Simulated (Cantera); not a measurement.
Input (Python, Cantera) and output of one run.

```python
import numpy as np
import cantera as ct

gas_names = """
    H HNO HNO2 HNO3 HO2 H2 H2O H2O2 N NH NH2 NH3 NH2OH NO NO2 NO3 N2 N2H2 N2H4 N2O O OH O2 O3 Si SiH
    SiH2 SiH3 SiH4 SiN SiO SiO2 Si2 Si2N Si3
""".split()
cond_names = """
    H2O(s) H2O(L) Si(cr) Si(L) SiO2(Lqz) SiO2(hqz) SiO2(L) Si2N2O(s) Si3N4(a)
""".split()


# ... load() reads the species with a 1 bar reference pressure and builds the phases ...
atoms = {
    'Si': {'Si': 1},
    'H2O': {'H': 2, 'O': 1},
    'N2': {'N': 2},
}
top_T = {'Si2N2O(s)': 2100, 'Si3N4(a)': 2400}  # K; cautious upper limits of use, not melting points


# ... equilibrate(T, P, feed) seeds the gas with the atoms and calls Mixture.equilibrate('TP', solver="vcs", rtol=1e-11, max_steps=5000) ...
results = []
feed = {'Si': 1, 'H2O': 0.51, 'N2': 390}  # mol
T = 1348  # K
P = 0.64  # Pa
mix = equilibrate(T, P, feed)
results.append((T, P, feed, dict(zip(mix.species_names, mix.species_moles))))
print(gas.report(threshold=1e-06))
for i in range(1, mix.n_phases):
    print(f"{mix.phase(i).name:16s} {mix.phase_moles(i):12.5e} mol")
```

Result:

```
       temperature   1348 K
          pressure   0.64 Pa
           density   1.5989e-06 kg/m^3
  mean mol. weight   28.001 kg/kmol
   phase of matter   gas

                          1 kg             1 kmol
                     ---------------   ---------------
          enthalpy        1.1788e+06        3.3006e+07  J
   internal energy        7.7849e+05        2.1798e+07  J
           entropy             12061        3.3772e+05  J/K
    Gibbs function        -1.508e+07       -4.2224e+08  J
 heat capacity c_p            1222.7             34236  J/K
 heat capacity c_v            925.75             25922  J/K

                      mass frac. Y      mole frac. X     chem. pot. / RT
                     ---------------   ---------------   ---------------
                 H         1.182e-06        3.2834e-05           -18.455
                H2        9.2799e-05         0.0012889            -36.91
                N2           0.99784           0.99736           -37.652
                Si        1.2128e-05        1.2092e-05           -5.2142
               SiO         0.0020551         0.0013053           -55.867
     [  +30 minor]        2.3467e-07        1.3049e-07

Si(cr)            0.00000e+00 mol
SiO2(hqz)         0.00000e+00 mol
Si2N2O(s)         0.00000e+00 mol
Si3N4(a)          1.61736e-01 mol
```

Method: chemical equilibrium by Gibbs-energy minimisation in Cantera with the NASA 1993 tables (ideal gas, pure condensed phases). N2 is the only nitrogen source here; it is nearly inert below about 1500 K, so the nitride shown seldom forms there in practice.
